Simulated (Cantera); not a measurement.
A freely propagating, adiabatic, planar premixed flame of CH4 : C2H6 : O2 : N2 = 1 : 0.045 : 1.66 : 6.24 (molar parts), unburnt at 675 K and 10.0 bar; mixture-averaged transport, grid criteria slope 0.08 and curve 0.16, no radiation.

Cantera simulation using GRI-Mech 3.0 (53 species, 325 reactions); the numbers are that mechanism's predictions, not measurements. Burning velocities carry a grid error of a few per cent, more on coarse grids.

Task: How do the results move with these cheaper or finer settings: unity-Lewis-number transport; multicomponent transport; multicomponent+Soret transport; grid criteria slope 0.5, curve 1; grid criteria slope 0.25, curve 0.5; grid criteria slope 0.03, curve 0.06?

Result: 
| setting | laminar burning velocity | thermal thickness | peak x(CH2) | peak x(H) | grid points |
|---|---|---|---|---|---|
| as above | 53.0 cm/s | 0.0746 mm | 5.29e-5 | 0.00248 | 136 |
| unity-Lewis-number transport | 38.9 cm/s | 0.0907 mm | 4.86e-5 | 0.00291 | 134 |
| multicomponent transport | 53.2 cm/s | 0.0758 mm | 5.29e-5 | 0.00248 | 137 |
| multicomponent+Soret transport | 53.5 cm/s | 0.0745 mm | 5.41e-5 | 0.00262 | 138 |
| grid criteria slope 0.5, curve 1 | 59.6 cm/s | 0.0808 mm | 5.40e-5 | 0.00265 | 37 |
| grid criteria slope 0.25, curve 0.5 | 55.3 cm/s | 0.0768 mm | 5.31e-5 | 0.00255 | 59 |
| grid criteria slope 0.03, curve 0.06 | 51.9 cm/s | 0.0740 mm | 5.26e-5 | 0.00246 | 322 |
The base run took around 6 core-seconds (rough).
Unity Lewis numbers drop preferential diffusion, which matters most where H2 and H carry the flame; Soret adds thermal diffusion.
